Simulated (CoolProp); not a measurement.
The numbers come from the reference Helmholtz-energy equation of state, Thol 2018 in CoolProp.

For hydrogen chloride, give the phase and the cp (kJ/(kg K)), speed of sound (m/s), Joule-Thomson coefficient (K/MPa) at 387.4 K and 63.2 kPa; 387.4 K and 304 kPa; 387.4 K and 2460 kPa.


- 387.4 K and 63.2 kPa: gas; cp 0.802, speed of sound 351, Joule-Thomson coefficient 8.92
- 387.4 K and 304 kPa: gas; cp 0.811, speed of sound 350, Joule-Thomson coefficient 8.88
- 387.4 K and 2460 kPa: gas; cp 0.901, speed of sound 341, Joule-Thomson coefficient 8.56
